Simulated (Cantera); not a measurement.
Charge: 1 mol Si3N4, 0.0078 mol H2O, 3.2 mol N2, at 1923.15 K and 5.00e-5 bar.

These are equilibrium values from Cantera (NASA tables, ideal gas, pure condensed phases), not measurements of a reactor. Candidate condensed phases: H2O, Si, SiO2, Si2N2O, Si3N4; 35 gas species. The tables' values for SiN are old estimates; treat these amounts as uncertain. Kinetics and transport are ignored.

Base state: N2 0.652, Si 0.340, Si2 0.00290, H 0.00163, SiO 0.000980, Si2N 0.000865, Si3 0.000647, SiN 0.000612 (mole fractions); condensed: Si(l).

**Question.** What changes in the equilibrium state with this change: temperature from 1923.15 K to 1550 K?

**Answer.** 
| species | before | after |
|---|---|---|
| N2 | 0.652 | 0.996 |
| SiO | 0.000980 | 0.00149 |
| H2 | 0.000150 | 0.00141 |
| Si | 0.340 | 0.000664 |
| Si2 | 0.00290 | 1.20e-6 |
| Si3 | 0.000647 | 2.40e-7 |
| SiN | 0.000612 | 4.90e-6 |
| Si(l), mol | 0.205 | 0 |
| Si(s), mol | 0 | 2.99 |

**Question.** What changes in the equilibrium state with this change: 0.014 mol H2 added?

**Answer.** 
```json
[
 {"species": "N2", "before": "0.652", "after": "0.649"},
 {"species": "Si", "before": "0.340", "after": "0.340"},
 {"species": "H", "before": "0.00163", "after": "0.00378"},
 {"species": "H2", "before": "0.000150", "after": "0.000805"},
 {"species": "SiH", "before": "2.41e-5", "after": "5.58e-5"},
 {"species": "SiO", "before": "0.000980", "after": "0.000975"},
 {"species": "SiN", "before": "0.000612", "after": "0.000610"},
 {"species": "Si2N", "before": "0.000865", "after": "0.000863"},
 {"species": "Si3", "before": "0.000647", "after": "0.000647"},
 {"species": "Si(l), mol", "before": "0.205", "after": "0.193"}
]
```
